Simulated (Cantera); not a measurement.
What does this Cantera script print?

```python
import numpy as np
import cantera as ct

gas_names = [...]  # 95 gases of nasa_gas.yaml made of C, F, H
cond_names = """
    C(gr) C6H6(L) C7H8(L) C8H18(L),n-octa
""".split()


# ... load() reads the species with a 1 bar reference pressure and builds the phases ...
atoms = {
    'CHF3': {'C': 1, 'H': 1, 'F': 3},
    'CH4': {'C': 1, 'H': 4},
}
top_T = {'C(gr)': 4500}  # K; cautious upper limits of use, not melting points


# ... equilibrate(T, P, feed) seeds the gas with the atoms and calls Mixture.equilibrate('TP', solver="vcs", rtol=1e-11, max_steps=5000) ...
results = []
feed = {'CHF3': 1, 'CH4': 0.43}  # mol
P = 35000  # Pa
for T in [1673, 1773, 1873, 1973, 2073, 2173, 2273, 2373, 2473]:
    mix = equilibrate(T, P, feed)
    results.append((T, P, feed, dict(zip(mix.species_names, mix.species_moles))))

top = {s: max(r[3][s] / sum(r[3][g] for g in gas_names) for r in results) for s in gas_names}
cols = sorted((s for s in top if top[s] > 1e-05), key=lambda s: -top[s])[:7]
seen = [c for c in cond_names if any(r[3].get(c, 0) > 1e-12 for r in results)]
print("log10 of partial pressures in bar; condensed amounts in mol")
print(f"{'T/K':>10s}" + "".join(f"{s[:9]:>10s}" for s in cols + seen))
for T, P, feed, n in results:
    ng = sum(n[g] for g in gas_names)
    print(f"{T:10.4g}" + "".join(f"{np.log10(max(n[s] / ng * P / 1e5, 1e-99)):10.3f}" for s in cols)
          + "".join(f"{n.get(c, 0):10.4g}" for c in seen))
```

Output:

```
log10 of partial pressures in bar; condensed amounts in mol
       T/K        HF       CF2       CF4         F       CF3        CF         H     C(gr)
      1673    -0.467    -4.395    -2.058    -5.079    -5.232    -8.258    -7.350      1.36
      1773    -0.467    -3.907    -2.061    -4.522    -4.836    -7.408    -6.875      1.36
      1873    -0.467    -3.475    -2.068    -4.025    -4.486    -6.650    -6.447     1.359
      1973    -0.468    -3.093    -2.084    -3.581    -4.180    -5.973    -6.061     1.357
      2073    -0.469    -2.759    -2.118    -3.185    -3.919    -5.368    -5.706     1.354
      2173    -0.471    -2.475    -2.186    -2.834    -3.710    -4.828    -5.374     1.349
      2273    -0.473    -2.248    -2.312    -2.530    -3.568    -4.352    -5.057     1.342
      2373    -0.477    -2.093    -2.529    -2.277    -3.514    -3.943    -4.741     1.336
      2473    -0.481    -2.019    -2.865    -2.079    -3.567    -3.601    -4.417     1.335
```

These are equilibrium values from Cantera (NASA tables, ideal gas, pure condensed phases), not measurements of a reactor. Gases not in the tables: C2F6 and larger saturated fluorocarbons.
